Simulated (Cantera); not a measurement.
Feed: 1 mol borazine, 0.22 mol H2O, 23 mol H2, held at 71.0 Pa.

Method: chemical equilibrium by Gibbs-energy minimisation in Cantera with the NASA 1993 tables (ideal gas, pure condensed phases). Candidate condensed phases: B, BN, B2O3, B3O3H3, H2O; 39 gas species. The feed counts by its element totals alone. The tables' values for BH2 are old estimates; treat these amounts as uncertain. Kinetics and transport are ignored. All values below are at 1975 K.

Base state: H2 0.891, N2 0.0525, H 0.0485, HBO 0.00417, BO 0.00337, BH2 0.000361, B 0.000123, B2O2 5.52e-5 (mole fractions); condensed: B(s).

What changes in the equilibrium state with this change: pressure from 71.0 Pa to 1000 Pa?


| species | before | after |
|---|---|---|
| H2 | 0.891 | 0.970 |
| H | 0.0485 | 0.0135 |
| N2 | 0.0525 | 0.00807 |
| HBO | 0.00417 | 0.00659 |
| B | 0.000123 | 8.74e-6 |
| BO | 0.00337 | 0.00136 |
| B2O | 4.65e-5 | 1.88e-5 |
| B(s), mol | 2.76 | 0.200 |
| BN(s), mol | 0 | 2.57 |
Mutual solubility and eutectic melting of coexisting phases are not modelled.

What changes in the equilibrium state with this change: pressure from 71.0 Pa to 23.0 Pa?


```csv
species,before,after
H2,0.891,0.857
H,0.0485,0.0835
N2,0.0525,0.0515
HBO,0.00417,0.00304
BO,0.00337,0.00440
B,0.000123,0.000380
B2O2,5.52e-5,3.04e-5
"B(s), mol",2.76,2.76
```
